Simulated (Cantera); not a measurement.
What does this Cantera script print?

```python
import numpy as np
import cantera as ct

gas_names = """
    N NO NO2 NO3 N2 N2O O O2 O3 Si SiN SiO SiO2 Si2 Si2N Si3
""".split()
cond_names = """
    Si(cr) Si(L) SiO2(Lqz) SiO2(hqz) SiO2(L) Si2N2O(s) Si3N4(a)
""".split()


# ... load() reads the species with a 1 bar reference pressure and builds the phases ...
atoms = {
    'Si': {'Si': 1},
    'O2': {'O': 2},
    'N2': {'N': 2},
}
top_T = {'Si2N2O(s)': 2100, 'Si3N4(a)': 2400}  # K; cautious upper limits of use, not melting points


# ... equilibrate(T, P, feed) seeds the gas with the atoms and calls Mixture.equilibrate('TP', solver="vcs", rtol=1e-11, max_steps=5000) ...
results = []
T = 2075  # K
P = 26  # Pa
for m in [0.29, 0.35, 0.44, 0.55, 0.68, 0.84, 1, 1.3]:
    feed = {'Si': 1, 'O2': m, 'N2': 21}  # mol
    mix = equilibrate(T, P, feed)
    results.append((T, P, feed, dict(zip(mix.species_names, mix.species_moles))))
    x = sorted(zip(gas.X, gas.species_names), reverse=True)
    print(f"T = {T:g} K  P = {P:g} Pa  n(O2) = {m:g} mol  gas = {mix.phase_moles(0):.4g} mol")
    print("   x: " + "  ".join(f"{s} {v:.3e}" for v, s in x if v > 1e-05))
    print("   condensed (mol): " + ("  ".join(f"{mix.phase(i).name} {mix.phase_moles(i):.4g}"
          for i in range(1, mix.n_phases) if mix.phase_moles(i) > 1e-12) or "none"))
```

It prints:

```
T = 2075 K  P = 26 Pa  n(O2) = 0.29 mol  gas = 22 mol
   x: N2 9.546e-01  SiO 2.636e-02  Si 1.900e-02  SiN 6.557e-05  Si2 1.136e-05
   condensed (mol): none
T = 2075 K  P = 26 Pa  n(O2) = 0.35 mol  gas = 22 mol
   x: N2 9.546e-01  SiO 3.182e-02  Si 1.357e-02  SiN 4.686e-05
   condensed (mol): none
T = 2075 K  P = 26 Pa  n(O2) = 0.44 mol  gas = 22 mol
   x: N2 9.545e-01  SiO 4.000e-02  Si 5.433e-03  SiN 1.876e-05
   condensed (mol): none
T = 2075 K  P = 26 Pa  n(O2) = 0.55 mol  gas = 22.07 mol
   x: N2 9.512e-01  SiO 4.514e-02  O 2.074e-03  O2 8.233e-04  NO 6.428e-04  SiO2 1.673e-04
   condensed (mol): none
T = 2075 K  P = 26 Pa  n(O2) = 0.68 mol  gas = 22.23 mol
   x: N2 9.439e-01  SiO 4.459e-02  O 4.939e-03  O2 4.668e-03  NO 1.525e-03  SiO2 3.936e-04
   condensed (mol): none
T = 2075 K  P = 26 Pa  n(O2) = 0.84 mol  gas = 22.42 mol
   x: N2 9.357e-01  SiO 4.404e-02  O2 1.013e-02  O 7.275e-03  NO 2.236e-03  SiO2 5.726e-04
   condensed (mol): none
T = 2075 K  P = 26 Pa  n(O2) = 1 mol  gas = 22.59 mol
   x: N2 9.280e-01  SiO 4.355e-02  O2 1.583e-02  O 9.097e-03  NO 2.784e-03  SiO2 7.080e-04
   condensed (mol): none
T = 2075 K  P = 26 Pa  n(O2) = 1.3 mol  gas = 22.93 mol
   x: N2 9.142e-01  SiO 4.272e-02  O2 2.674e-02  O 1.182e-02  NO 3.591e-03  SiO2 9.025e-04
   condensed (mol): none
```

These are equilibrium values from Cantera (NASA tables, ideal gas, pure condensed phases), not measurements of a reactor. The tables' values for SiO2, SiN are old estimates; treat these amounts as uncertain.
